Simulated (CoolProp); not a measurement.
Isobutene at 293.15 K and 0.482 MPa is throttled through a valve to 0.243 MPa with no heat exchange. Each further row changes one setting.

The numbers come from the reference Helmholtz-energy equation of state, Lemmon 2005 in CoolProp. It is a short technical equation, of lower accuracy than the large ones.

```csv
case,temperature change (K),final phase,final density (kg/m³)
as stated,-2.3,(withheld),(withheld)
outlet pressure 0.0729 MPa,(withheld),(withheld),(withheld)
outlet pressure 0.316 MPa,(withheld),liquid,(withheld)
```

**Question.** What belongs in the gaps?

**Answer.** 
- as stated, final phase: two-phase, vapour fraction 0.015
- as stated, final density (kg/m³): 243
- outlet pressure 0.0729 MPa, temperature change (K): -35.1
- outlet pressure 0.0729 MPa, final phase: two-phase, vapour fraction 0.200
- outlet pressure 0.0729 MPa, final density (kg/m³): 9.74
- outlet pressure 0.316 MPa, temperature change (K): +0.0
- outlet pressure 0.316 MPa, final density (kg/m³): 595
